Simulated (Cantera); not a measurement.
Stirred combustor or abatement burner

A perfectly stirred reactor is fed with 11.4 % CH₄, 15.2 % O₂, 57.3 % N₂, 16.0 % H₂O, equivalence ratio 1.5, at 5.00 bar; it is adiabatic with a 673 K inlet, and is followed from long to short residence time, starting on the burning branch (τ in s: 0.039, 0.015, 0.0059, 0.0023, 0.00089, 0.00035, 0.00013, 5.2e-05, 2e-05).

Detailed kinetics in Cantera: GRI-Mech 3.0 (53 species, 325 reactions).

```
τ (s)    T (K)    x CH₄      x O₂  x H₂O   x H₂O₂    x N₂O
-------  -----  -------  --------  -----  -------  -------
0.039     1950  0.00271  0.000296  0.284  1.23e-8  1.31e-9
0.015     1953  0.00414  0.000697  0.287  2.96e-8  2.11e-9
0.0059    1952  0.00573   0.00157  0.291  7.10e-8  3.90e-9
0.0023    1938  0.00758   0.00353  0.294  1.77e-7  8.05e-9
0.00089   1893   0.0103   0.00844  0.295  4.93e-7  1.92e-8
0.00035    673    0.114     0.152  0.160   <1e-12   <1e-12
0.00013    673    0.114     0.152  0.160   <1e-12   <1e-12
5.2e-5     673    0.114     0.152  0.160   <1e-12   <1e-12
2.0e-5     673    0.114     0.152  0.160   <1e-12   <1e-12
```
x: mole fraction; the columns are a selection and need not sum to one.
